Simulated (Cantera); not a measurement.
A closed system holds: 1 mol K2CO3, 0.03 mol O2, held at 1673 K and 18.0 Pa.

Equilibrium computed with Cantera from the NASA thermochemical tables; the gas is ideal and each condensed phase is pure. Kinetics and transport are ignored.

```json
[
 {"species": "K", "before": "0.565", "after": "0.549"},
 {"species": "CO2", "before": "0.280", "after": "0.230"},
 {"species": "O2", "before": "0.150", "after": "0.160"},
 {"species": "CO", "before": "0.00269", "after": "0.0450"},
 {"species": "O", "before": "0.000966", "after": "0.0162"},
 {"species": "KO", "before": "0.000566", "after": "0.000467"}
]
```
Gas species are given as mole fractions.

Q: Name the change that produced these shifts.
A) pressure from 18.0 Pa to 260 Pa
B) temperature from 1673 K to 1973 K
C) temperature from 1673 K to 1325 K
D) temperature from 1673 K to 1473 K

A: B, temperature from 1673 K to 1973 K
